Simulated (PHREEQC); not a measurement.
**Reverse-osmosis permeate (model solution)**

Synthetic water in mmol/kgw, 25 °C, pH 5.6, pe -1.8: Na 0.0987; K 0.0139; Ca 0.0814; Mg 0.0137; Cl 0.033; S(6) 0.0603; Alkalinity (meq/kgw) 0.153; Li 0.000232; Fe(2) 0.00314; Zn 0.000218.

Valence states are taken as typed.

Equilibrium calculation in PHREEQC: ion-association model, phreeqc.dat.

The ionic strength is 0.000465 mol/kgw and the charge-balance error is 0.5 %.

```json
[
 {"species": "CO2", "molality": "0.000856", "activity": "0.000856", "log γ": "0.000"},
 {"species": "HCO3-", "molality": "0.000155", "activity": "0.000152", "log γ": "-0.011"},
 {"species": "Na+", "molality": "9.87e-5", "activity": "9.63e-5", "log γ": "-0.011"},
 {"species": "Ca+2", "molality": "8.06e-5", "activity": "7.31e-5", "log γ": "-0.042"},
 {"species": "SO4-2", "molality": "5.94e-5", "activity": "5.38e-5", "log γ": "-0.043"},
 {"species": "Cl-", "molality": "3.30e-5", "activity": "3.22e-5", "log γ": "-0.011"},
 {"species": "K+", "molality": "1.39e-5", "activity": "1.36e-5", "log γ": "-0.011"},
 {"species": "Mg+2", "molality": "1.35e-5", "activity": "1.23e-5", "log γ": "-0.042"},
 {"species": "Fe+2", "molality": "3.07e-6", "activity": "2.79e-6", "log γ": "-0.042"},
 {"species": "H+", "molality": "2.57e-6", "activity": "2.51e-6", "log γ": "-0.010"},
 {"species": "CaSO4", "molality": "6.99e-7", "activity": "6.99e-7", "log γ": "0.000"},
 {"species": "Li+", "molality": "2.32e-7", "activity": "2.26e-7", "log γ": "-0.011"},
 {"species": "Zn+2", "molality": "2.12e-7", "activity": "1.92e-7", "log γ": "-0.043"},
 {"species": "MgSO4", "molality": "1.55e-7", "activity": "1.55e-7", "log γ": "0.000"},
 {"species": "CaHCO3+", "molality": "1.45e-7", "activity": "1.41e-7", "log γ": "-0.011"}
]
```

No solid was allowed to form.
